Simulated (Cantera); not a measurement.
Hydrocarbon pyrolysis for carbon deposition

An isothermal, constant-pressure homogeneous reactor starts with 47.6 % C2H6, 52.4 % H2, at 1623 K and 760 Torr.

Model: GRI-Mech 3.0 (53 species, 325 reactions), integrated in Cantera. GRI-Mech 3.0 stops at C3 and has no aromatics, soot or wall deposition, so with more carbon than oxygen in the feed, carbon stays in small species such as C2H2 where larger ones or solid carbon would form.

```csv
t (s),x C2H6,x H2,x H,x C2H2,x CH4,x C2H4,x CH3
6.00e-5,0.0344,0.554,0.000325,0.0346,0.184,0.188,0.00295
0.000200,0.00241,0.575,0.000115,0.0783,0.191,0.152,0.000780
0.000665,0.000295,0.593,5.03e-5,0.116,0.184,0.106,0.000315
0.00221,0.000160,0.614,4.60e-5,0.162,0.174,0.0492,0.000264
0.00736,0.000105,0.631,4.56e-5,0.191,0.164,0.0142,0.000239
0.0245,8.79e-5,0.643,4.71e-5,0.197,0.148,0.0123,0.000219
0.0815,6.13e-5,0.668,5.09e-5,0.205,0.114,0.0129,0.000176
0.271,3.98e-5,0.695,5.63e-5,0.214,0.0775,0.0137,0.000127
0.903,3.58e-5,0.701,5.79e-5,0.216,0.0689,0.0139,0.000115
3.00,3.58e-5,0.701,5.79e-5,0.216,0.0688,0.0139,0.000115
10.0,3.58e-5,0.701,5.79e-5,0.216,0.0688,0.0139,0.000115
```
x: mole fraction; the columns are a selection and need not sum to one.

Equilibrium at this temperature and pressure: C2H6 3.58e-5, H2 0.701, H 5.79e-5, C2H2 0.216, CH4 0.0688, C2H4 0.0139, CH3 0.000115 (gas phase only).
